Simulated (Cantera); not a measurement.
A closed system holds: 1 mol CsCl, 4.2 mol H₂, 8.3 mol N₂, 2.9 mol O₂, equilibrated at 1100 K and 1000 Pa.

These are equilibrium values from Cantera (NASA tables, ideal gas, pure condensed phases), not measurements of a reactor. Candidate condensed phases: Cs, CsCl, CsOH, H₂O, NH₄Cl; 37 gas species. The numbers say what is thermodynamically allowed, not how fast it happens.

Question: What is the equilibrium state?

Answer: 
- x(N₂): 0.583
- x(H₂O): 0.295
- x(CsCl): 0.0620
- x(O₂): 0.0562
- x(Cs₂Cl₂): 0.00407
- x(CsOH): 0.000121
- x(HCl): 0.000121
- x(NO): 3.78e-5
- x(OH): 2.65e-6
- gas amount: 14.24 mol
- log10 activity of CsCl(l) (absent): -0.84
- log10 activity of CsOH(l) (absent): -5.19
- log10 activity of Cs(l) (absent): -11.26
